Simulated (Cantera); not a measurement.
Input: 1 mol MgO, 6.3 mol NF₃, 13 mol H₂, at 1748.15 K and 6.20 Pa.

These are equilibrium values from Cantera (NASA tables, ideal gas, pure condensed phases), not measurements of a reactor. Candidate condensed phases: H₂O, Mg, MgF₂, MgO, Mg(OH)₂; 50 gas species. Kinetics and transport are ignored.

Base state: HF 0.667, H₂ 0.124, N₂ 0.121, H₂O 0.0383, MgF₂ 0.0291, H 0.0102, Mg 0.00666, MgF 0.00275 (mole fractions); condensed: gas only.

**Question.** What changes in the equilibrium state with this change: pressure from 6.20 Pa to 62.0 mbar?

**Answer.** 
```
species        before     after
------------  -------  --------
HF              0.667     0.664
H₂              0.124     0.139
N₂              0.121     0.124
H              0.0102  0.000343
Mg            0.00666   8.60e-6
MgF₂           0.0291    0.0331
H₂O            0.0383    0.0393
Mg₂F₄         1.53e-8   1.98e-5
O             1.20e-5   1.09e-8
MgF₂(l), mol        0     0.154
```
